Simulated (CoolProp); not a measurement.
Vapour-liquid equilibrium of hydrogen sulfide (1) + isobutane (2) at 171 kPa; x and y are mole fractions of (1).

Values from CoolProp's multi-fluid Helmholtz-energy mixture model, Lemmon 2006 and Bücker 2006; pair parameters Kunz 2012.

| x | bubble temperature (K) | y at the bubble point | dew temperature at overall composition x (K) | liquid density (mol/L) |
|---|---|---|---|---|
| 0.05 | 264.2 | 0.360 | 274.2 | 10.51 |
| 0.125 | 251.5 | 0.640 | 272.0 | 11.33 |
| 0.2 | 243.1 | 0.769 | 269.7 | 12.13 |
| 0.275 | 237.6 | ___ | 267.2 | 12.94 |
| 0.35 | 234.0 | ___ | ___ | 13.80 |
| 0.425 | 231.6 | 0.893 | 261.7 | 14.71 |
| 0.5 | 230.0 | 0.907 | 258.5 | ___ |
| 0.575 | 228.8 | 0.918 | 255.0 | 16.83 |
| 0.65 | 227.9 | 0.927 | 250.9 | 18.08 |
| 0.725 | 227.1 | ___ | 246.3 | 19.52 |
| 0.8 | 226.2 | 0.947 | 240.6 | ___ |
| 0.875 | ___ | 0.962 | ___ | 23.14 |
| 0.95 | 224.4 | 0.982 | 226.1 | 25.47 |

### Question
Complete the blanks.

### Answer

- 0.275, y at the bubble point: 0.834
- 0.35, y at the bubble point: 0.871
- 0.35, dew temperature at overall composition x (K): 264.5
- 0.5, liquid density (mol/L): 15.71
- 0.725, y at the bubble point: 0.937
- 0.8, liquid density (mol/L): 21.18
- 0.875, bubble temperature (K): 225.4
- 0.875, dew temperature at overall composition x (K): 233.5

No azeotrope shows between x = 0.05 and 0.95.

The pair parameters rest on a limited set of measurements; away from them the model extrapolates.
